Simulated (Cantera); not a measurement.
**SiHCl₃ + N₂ (silicon epitaxy and polysilicon growth)**

Charge: 1 mol SiHCl₃, 5.3 mol N₂, at 33.0 mbar.

Cantera equilibrium calculation (NASA polynomials, part measured and part estimated; ideal gas, pure solids and liquids). Candidate condensed phases: NH₄Cl, Si, Si₃N₄; 28 gas species. N₂ is the only nitrogen source here; it is nearly inert below about 1500 K, so the nitride shown seldom forms there in practice. The tables' values for SiCl₃ are old estimates; treat these amounts as uncertain. Rates play no part.

```
T (K)   x N₂  x HCl  x SiCl₄    x H₂   x SiCl₃   x SiCl₂  x SiHCl₃  n Si₃N₄(s)
-----  -----  -----  -------  ------  --------  --------  --------  ----------
923    0.777  0.118   0.0869  0.0188   1.18e-5   6.46e-8   4.94e-5       0.146
973    0.776  0.120   0.0862  0.0175   3.58e-5   4.27e-7   7.07e-5       0.148
1023   0.776  0.122   0.0856  0.0165   9.74e-5   2.34e-6   9.77e-5       0.149
1073   0.775  0.124   0.0850  0.0155  0.000241   1.09e-5  0.000131       0.150
1123   0.775  0.125   0.0843  0.0147  0.000547   4.41e-5  0.000170       0.150
1173   0.774  0.127   0.0834  0.0140   0.00116  0.000158  0.000216       0.151
1223   0.774  0.128   0.0820  0.0135   0.00228  0.000505  0.000267       0.150
1273   0.773  0.128   0.0797  0.0130   0.00422   0.00146  0.000322       0.148
```
x: gas mole fraction; n: condensed amount in mol.

From 923 K to 1273 K the condensed part is Si₃N₄(s). The main Si-bearing gas is SiCl₄ throughout. The share of Si in condensed phases is highest at 1173 K (45.2 %) and lowest at 923 K (43.9 %).
